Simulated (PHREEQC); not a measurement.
Dissolve 1 mmol/kgw NH3, 0.023 mmol/kgw CO2 and 4.3 mmol/kgw (CH3)4NCl at 68 °C. Closed to the air; pH follows from the charge balance.

All values are PHREEQC results (ion-association model, phreeqc.dat), not measurements.

This is a speciation only: nothing precipitates in the calculation.

Task: What pH, ionic strength does the model give?

Result: pH 8.89; ionic strength 0.00445 mol/kgw.

Task: In which forms is C present?

Result: HCO3- 93 %, CO3-2 6.8 % of the C.

Species that the database lacks are ignored. (CH3)4N+ isn't in the database: it is added as a free cation with an ion size of 4 Å. Away from 25 °C the constants follow the database's enthalpies or fits; those with neither stay at their 25 °C values.
